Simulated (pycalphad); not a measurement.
All values are pycalphad results on the COST 507 light-alloy database (1999) (1 atm), not direct measurements. No gas phase is included, though pure Mg would boil below 1650 K. These are 1990s assessments: newer ones move some temperatures and phases. Kinetics are ignored, which matters at the lower temperatures.

Q: How does the equilibrium phase assembly of Mg-1.19Si-3.83Al (at.%) change on cooling from 1650 K to 350 K?

A: 
```csv
T (K),phases above,phases below
892.0,liquid,liquid + MG2SI
891.3,liquid + MG2SI,hcp + liquid + MG2SI
834.2,hcp + liquid + MG2SI,hcp + MG2SI
518.5,hcp + MG2SI,ALMG_GAMMA + hcp + MG2SI
```
Changes were sought between steps of 50 K, so a narrower field can be missed.

Database names, with the compositions (at.%) that they take in these runs: MG2SI: Mg 67 Si 33; ALMG_GAMMA: Mg 59 Al 41.
